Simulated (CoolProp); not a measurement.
Vinyl chloride along the isotherm 225.2 K: fugacity coefficient from the reference equation and from simpler models built on Tc = 425.0 K, pc = 5.600 MPa, ω = 0.160; each cubic takes its own stable root.

Model: reference Helmholtz-energy equation of state, Thol 2022, in CoolProp.

| p (MPa) | phase | reference |
|---|---|---|
| 3.5 | liquid | 0.006161 |
| 7 | liquid | 0.003449 |
| 10.5 | liquid | 0.002573 |
| 14 | liquid | 0.002158 |
| 17.5 | liquid | 0.001931 |
| 21 | liquid | 0.001798 |
| 24.5 | liquid | 0.001722 |
| 28 | liquid | 0.001683 |

Task: How far does each simpler model (Redlich-Kwong, Soave-Redlich-Kwong) lie from the reference over these 8 states: mean and median of the absolute difference, and the worst?

Result: 
- Redlich-Kwong: mean 46.6 %, median 46.6 %, worst +51.5 % at 225.2 K and 28 MPa
- Soave-Redlich-Kwong: mean 3.4 %, median 3.3 %, worst +6.5 % at 225.2 K and 28 MPa
